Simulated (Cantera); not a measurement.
A perfectly stirred reactor is fed with C2H6 : H2 = 1 : 12 (molar parts), at 20.0 Torr; it is held at 1398 K, and followed from long to short residence time.

Model: GRI-Mech 3.0 (53 species, 325 reactions), integrated in Cantera. GRI-Mech 3.0 stops at C3 and has no aromatics, soot or wall deposition, so with more carbon than oxygen in the feed, carbon stays in small species such as C2H2 where larger ones or solid carbon would form. Radical loss at walls, strong at low pressure, is not modelled.

Predict: x(C2H6) at τ = 0.440 s; x(H2) at τ = 0.440 s; x(C2H2) at τ = 0.440 s; x(CH4) at τ = 0.440 s; x(CH3) at τ = 0.440 s; x(C2H6) at τ = 35.0 ms; x(H2) at τ = 35.0 ms; x(C2H2) at τ = 35.0 ms; x(CH4) at τ = 35.0 ms; x(CH3) at τ = 35.0 ms.


```json
{
  "x(C2H6) at τ = 0.440 s": "0.000585",
  "x(H2) at τ = 0.440 s": "0.909",
  "x(C2H2) at τ = 0.440 s": "0.0422",
  "x(CH4) at τ = 0.440 s": "0.0411",
  "x(CH3) at τ = 0.440 s": "0.000167",
  "x(C2H6) at τ = 35.0 ms": "0.00443",
  "x(H2) at τ = 35.0 ms": "0.902",
  "x(C2H2) at τ = 35.0 ms": "0.0205",
  "x(CH4) at τ = 35.0 ms": "0.0514",
  "x(CH3) at τ = 35.0 ms": "0.000411"
}
```
